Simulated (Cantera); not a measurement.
# Sublimation and decomposition of ceramics: Si₃N₄ + C + H₂

Input: 1 mol Si₃N₄, 0.023 mol C, a varied amount of H₂, equilibrated at 2823 K and 0.300 Torr.

Equilibrium computed with Cantera from the NASA thermochemical tables; the gas is ideal and each condensed phase is pure. Candidate condensed phases: C, C₆H₆, C₇H₈, C₈H₁₈, Si, SiC, Si₃N₄; 105 gas species. The tables' values for SiN are old estimates; treat these amounts as uncertain. Rates play no part.

From 0.01 mol H₂ to 3.1 mol H₂ nothing is condensed. The main Si-bearing gas is Si throughout.

```json
[
 {"n(H₂) (mol)": "0.01", "x Si": "0.595", "x H": "0.00397", "x N₂": "0.397", "x H₂": "8.02e-7"},
 {"n(H₂) (mol)": "0.023", "x Si": "0.592", "x H": "0.00908", "x N₂": "0.395", "x H₂": "4.20e-6"},
 {"n(H₂) (mol)": "0.053", "x Si": "0.585", "x H": "0.0207", "x N₂": "0.390", "x H₂": "2.17e-5"},
 {"n(H₂) (mol)": "0.12", "x Si": "0.570", "x H": "0.0455", "x N₂": "0.380", "x H₂": "0.000105"},
 {"n(H₂) (mol)": "0.27", "x Si": "0.539", "x H": "0.0963", "x N₂": "0.360", "x H₂": "0.000472"},
 {"n(H₂) (mol)": "0.61", "x Si": "0.481", "x H": "0.192", "x N₂": "0.321", "x H₂": "0.00188"},
 {"n(H₂) (mol)": "1.4", "x Si": "0.386", "x H": "0.348", "x N₂": "0.257", "x H₂": "0.00617"},
 {"n(H₂) (mol)": "3.1", "x Si": "0.271", "x H": "0.532", "x N₂": "0.180", "x H₂": "0.0144"}
]
```
x: gas mole fraction; nothing condenses.
